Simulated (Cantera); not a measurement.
An isothermal, constant-pressure homogeneous reactor starts with N₂O : N₂ = 1 : 0.99 (molar parts), at 1350 K and 825 Torr.

Cantera simulation using GRI-Mech 3.0 (53 species, 325 reactions); the numbers are that mechanism's predictions, not measurements. GRI-Mech 3.0 was tuned for natural gas; its chemistry of N2O as a main component is partial and can be far from experiment. The mechanism lacks the step 2 NO + O2 → 2 NO2, which can matter for NO2 below about 1400 K. The temperature is held fixed by assumption; the heat of reaction is taken as removed at once.

x: mole fraction; the columns are a selection and need not sum to one.

| t (s) | x N₂O | x NO | x NO₂ | x O₂ | x N₂ |
|---|---|---|---|---|---|
| 2.00e-5 | 0.502 | 9.37e-6 | 3.37e-10 | 2.25e-5 | 0.498 |
| 6.30e-5 | 0.502 | 3.87e-5 | ___ | 9.30e-5 | 0.498 |
| 0.000198 | 0.502 | 0.000132 | ___ | 0.000317 | 0.498 |
| 0.000625 | 0.499 | 0.000424 | ___ | 0.00102 | 0.499 |
| 0.00197 | 0.493 | 0.00133 | ___ | 0.00320 | 0.503 |
| 0.00620 | 0.473 | 0.00405 | ___ | 0.00983 | 0.513 |
| 0.0195 | 0.416 | 0.0116 | ___ | 0.0285 | 0.543 |
| 0.0615 | 0.289 | 0.0277 | ___ | 0.0713 | 0.612 |
| 0.194 | 0.113 | 0.0463 | ___ | 0.132 | 0.708 |
| 0.610 | 0.0137 | 0.0517 | 0.000474 | 0.169 | 0.765 |
| 1.92 | 6.42e-5 | 0.0517 | 0.000440 | 0.175 | 0.773 |
| 6.05 | 8.12e-7 | 0.0516 | 0.000439 | 0.175 | 0.773 |
| 19.1 | 8.09e-7 | 0.0516 | 0.000438 | 0.175 | 0.773 |
| 60.0 | 8.02e-7 | 0.0513 | 0.000436 | 0.175 | 0.774 |

Question: Complete the blanks.

Answer: 
- 6.30e-5, x NO₂: 5.71e-9
- 0.000198, x NO₂: 6.46e-8
- 0.000625, x NO₂: 6.19e-7
- 0.00197, x NO₂: 4.92e-6
- 0.00620, x NO₂: 2.73e-5
- 0.0195, x NO₂: 9.80e-5
- 0.0615, x NO₂: 0.000251
- 0.194, x NO₂: 0.000428
